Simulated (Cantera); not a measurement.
What does this Cantera script print?

```python
import numpy as np
import cantera as ct

gas_names = """
    Fe FeO Fe(OH)2 H HO2 H2 H2O H2O2 H2S H2SO4 O OH O2 O3 S SH SO SO2 SO3 S2 S2O S8
""".split()
cond_names = """
    Fe(a) Fe(c) Fe(d) Fe(L) FeO(s) FeO(L) Fe(OH)2(s) Fe(OH)3(s) FeS(a) FeS(b) FeS(c) FeS(L) FeSO4(s)
    FeS2(s) Fe2O3(s) Fe2S3O12(s) Fe3O4(s) H2O(s) H2O(L) H2SO4(L) S(cr1) S(cr2) S(L)
""".split()


# ... load() reads the species with a 1 bar reference pressure and builds the phases ...
atoms = {
    'Fe': {'Fe': 1},
    'SO2': {'S': 1, 'O': 2},
    'H2': {'H': 2},
    'H2O': {'H': 2, 'O': 1},
}
top_T = {'FeSO4(s)': 950, 'FeS2(s)': 1010, 'Fe2O3(s)': 1830, 'Fe2S3O12(s)': 1100, 'Fe3O4(s)': 1870}  # K; cautious upper limits of use, not melting points


# ... equilibrate(T, P, feed) seeds the gas with the atoms and calls Mixture.equilibrate('TP', solver="vcs", rtol=1e-11, max_steps=5000) ...
results = []
feed = {'Fe': 1, 'SO2': 0.082, 'H2': 19, 'H2O': 0.29}  # mol
P = 100000  # Pa
for T in [625, 725, 825, 925, 1025, 1125, 1225, 1325, 1425, 1525, 1625, 1725, 1825]:
    mix = equilibrate(T, P, feed)
    results.append((T, P, feed, dict(zip(mix.species_names, mix.species_moles))))

top = {s: max(r[3][s] / sum(r[3][g] for g in gas_names) for r in results) for s in gas_names}
cols = sorted((s for s in top if top[s] > 0.001), key=lambda s: -top[s])[:7]
seen = [c for c in cond_names if any(r[3].get(c, 0) > 1e-12 for r in results)]
print("log10 of partial pressures in bar; condensed amounts in mol")
print(f"{'T/K':>10s}" + "".join(f"{s[:9]:>10s}" for s in cols + seen))
for T, P, feed, n in results:
    ng = sum(n[g] for g in gas_names)
    print(f"{T:10.4g}" + "".join(f"{np.log10(max(n[s] / ng * P / 1e5, 1e-99)):10.3f}" for s in cols)
          + "".join(f"{n.get(c, 0):10.4g}" for c in seen))
```

Output:

```
log10 of partial pressures in bar; condensed amounts in mol
       T/K        H2       H2O       H2S     Fe(a)     Fe(c)     Fe(d)     Fe(L)    FeS(c)
       625    -0.010    -1.628    -5.048    0.9182         0         0         0   0.08183
       725    -0.010    -1.628    -4.271     0.919         0         0         0   0.08097
       825    -0.010    -1.628    -3.693    0.9219         0         0         0   0.07809
       925    -0.011    -1.628    -3.246    0.9289         0         0         0   0.07105
      1025    -0.011    -1.628    -2.885    0.9431         0         0         0   0.05689
      1125    -0.012    -1.628    -2.581    0.9686         0         0         0   0.03143
      1225    -0.012    -1.628    -2.372         0         1         0         0         0
      1325    -0.012    -1.628    -2.372         0         1         0         0         0
      1425    -0.012    -1.628    -2.373         0         1         0         0         0
      1525    -0.012    -1.628    -2.374         0         1         0         0         0
      1625    -0.012    -1.628    -2.378         0         1         0         0         0
      1725    -0.012    -1.628    -2.384         0         0    0.9998         0         0
      1825    -0.012    -1.628    -2.396         0         0         0    0.9992         0
```

Cantera equilibrium calculation (NASA polynomials, part measured and part estimated; ideal gas, pure solids and liquids). Mutual solubility and eutectic melting of coexisting phases are not modelled. FeS: taken at fixed stoichiometry.
